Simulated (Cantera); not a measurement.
## Adiabatic ignition

An adiabatic, constant-volume homogeneous reactor starts with 35.1 % H2, 7.62 % O2, 57.3 % N2, equivalence ratio 2.3, at 1775 K and 500000 Pa.

Model: GRI-Mech 3.0 (53 species, 325 reactions), integrated in Cantera. The hydrogen kinetics of GRI-Mech 3.0 are dated; newer H2 mechanisms differ, most at raised pressure.

```
t (s)     T (K)  P (bar)   x H2      x O2    x N2O       x O     x H
--------  -----  -------  -----  --------  -------  --------  ------
2.00e-6    1975     5.52  0.202    0.0182  3.75e-8   0.00459  0.0855
5.87e-6    2628     7.05  0.192  0.000467  4.05e-8   0.00143  0.0480
1.72e-5    2868     7.57  0.204  0.000111  6.84e-8  0.000354  0.0225
5.05e-5    2900     7.64  0.206   7.79e-5  7.63e-8  0.000255  0.0190
0.000148   2898     7.63  0.206   7.66e-5  8.35e-8  0.000251  0.0189
0.000435   2897     7.63  0.206   7.55e-5  9.48e-8  0.000248  0.0188
0.00128    2896     7.63  0.206   7.54e-5  9.62e-8  0.000248  0.0188
0.00374    2896     7.63  0.206   7.54e-5  9.62e-8  0.000248  0.0188
0.0110     2896     7.63  0.206   7.54e-5  9.62e-8  0.000248  0.0188
0.0322     2896     7.63  0.206   7.54e-5  9.62e-8  0.000248  0.0188
0.0945     2896     7.63  0.206   7.54e-5  9.62e-8  0.000248  0.0188
0.277      2896     7.63  0.206   7.54e-5  9.62e-8  0.000248  0.0188
0.813      2896     7.63  0.206   7.54e-5  9.62e-8  0.000248  0.0188
2.39       2896     7.63  0.206   7.54e-5  9.62e-8  0.000248  0.0188
7.00       2896     7.63  0.206   7.54e-5  9.62e-8  0.000248  0.0188
```
x: mole fraction; the columns are a selection and need not sum to one.

- time of steepest temperature rise: 1.96 µs
- temperature at 7.00 s: 2896 K
- equilibrium temperature: 2896 K
- x(H2) at 7.00 s: 0.206 (gas-phase equilibrium 0.206)
- x(O2) at 7.00 s: 7.54e-5 (gas-phase equilibrium 7.54e-5)
- x(N2O) at 7.00 s: 9.62e-8 (gas-phase equilibrium 9.62e-8)
